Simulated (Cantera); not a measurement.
Cantera run:

```python
import numpy as np
import cantera as ct

gas_names = """
    B BH BH2 BH3 BN BO BO2 B2 B2O B2O2 B2O3 B3O3H3 H HBO HBO2 HNO HNO2 HNO3 HO2 H2 H2O H2O2 H3B3O6 N NH
    NH2 NH3 NH2OH NO NO2 NO3 N2 N2H2 N2H4 N2O O OH O2 O3
""".split()
cond_names = """
    B(b) B(L) BN(s) B2O3(L) B3O3H3(cr) H2O(s) H2O(L)
""".split()


# ... load() reads the species with a 1 bar reference pressure and builds the phases ...
atoms = {
    'B2O3': {'B': 2, 'O': 3},
    'H2O': {'H': 2, 'O': 1},
    'N2': {'N': 2},
}
top_T = {'BN(s)': 3200}  # K; cautious upper limits of use, not melting points


# ... equilibrate(T, P, feed) seeds the gas with the atoms and calls Mixture.equilibrate('TP', solver="vcs", rtol=1e-11, max_steps=5000) ...
results = []
feed = {'B2O3': 1, 'H2O': 1.3, 'N2': 53}  # mol
T = 2400  # K
P = 13332.2  # Pa
mix = equilibrate(T, P, feed)
results.append((T, P, feed, dict(zip(mix.species_names, mix.species_moles))))
print(gas.report(threshold=0.001))
for i in range(1, mix.n_phases):
    print(f"{mix.phase(i).name:16s} {mix.phase_moles(i):12.5e} mol")
```

Result:

```
       temperature   2400 K
          pressure   13332 Pa
           density   0.018953 kg/m^3
  mean mol. weight   28.367 kg/kmol
   phase of matter   gas

                          1 kg             1 kmol
                     ---------------   ---------------
          enthalpy        1.9399e+06        5.5031e+07  J
   internal energy        1.2365e+06        3.5076e+07  J
           entropy            9911.7        2.8117e+05  J/K
    Gibbs function       -2.1848e+07       -6.1977e+08  J
 heat capacity c_p            1340.1             38014  J/K
 heat capacity c_v            1046.9             29699  J/K

                      mass frac. Y      mole frac. X     chem. pot. / RT
                     ---------------   ---------------   ---------------
               BO2         0.0045831          0.003037           -57.452
              B2O3          0.016536          0.006738           -95.526
                 H        9.0029e-05         0.0025336            -13.89
              HBO2          0.028337          0.018346           -71.343
                H2        0.00024038         0.0033823           -27.781
               H2O         0.0056381          0.008878            -47.16
                NO         0.0012539         0.0011854           -34.196
                N2           0.94045           0.95231           -29.635
                OH         0.0007328         0.0012223           -33.269
     [  +30 minor]         0.0021409         0.0023716

B(L)              0.00000e+00 mol
BN(s)             0.00000e+00 mol
B2O3(L)           0.00000e+00 mol
```

Equilibrium computed with Cantera from the NASA thermochemical tables; the gas is ideal and each condensed phase is pure.
